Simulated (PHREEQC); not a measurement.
A solution holds 0.16 mol/kgw NH4Cl, 0.0033 mol/kgw KOH and 0.011 mol/kgw KCl, at 25 °C. Closed to the air; pH follows from the charge balance.

The numbers come from PHREEQC with the ion-association model, wateq4f.dat.

```
Item                       Value
-----------------  -------------
pH                          7.69
ionic strength     0.171 mol/kgw
activity of water          0.994
total alkalinity     3.30 meq/kg
```

```tsv
species	molality	activity	log γ
Cl-	0.171	0.124	-0.140
NH4+	0.157	0.118	-0.123
K+	0.0143	0.0103	-0.140
NH3	0.00330	0.00330	0.000
OH-	6.78e-7	4.88e-7	-0.143
H+	2.54e-8	2.04e-8	-0.095
```

This is a speciation only: nothing precipitates in the calculation.
